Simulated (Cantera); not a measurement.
Input: 1 mol Si2Cl6, 1.1 mol NH3, 11 mol H2.

These are equilibrium values from Cantera (NASA tables, ideal gas, pure condensed phases), not measurements of a reactor. Candidate condensed phases: NH4Cl, Si, Si3N4; 28 gas species. The feed counts by its element totals alone. The tables' values for SiCl3 are old estimates. Rates play no part.

Question: What condenses at these points (T in °C, P in Pa): (1800, 210); (1050, 710); (1650, 17); (600, 5); (1500, 59); (1050, 5)?

Answer: 
| T (°C) | P in Pa | condensed phases | Si condensed (%) |
|---|---|---|---|
| 1800 | 210 | gas only | 0.0 |
| 1050 | 710 | Si3N4 | 40.5 |
| 1650 | 17 | gas only | 0.0 |
| 600 | 5 | Si3N4 | 41.2 |
| 1500 | 59 | Si | 8.8 |
| 1050 | 5 | Si3N4 | 17.5 |
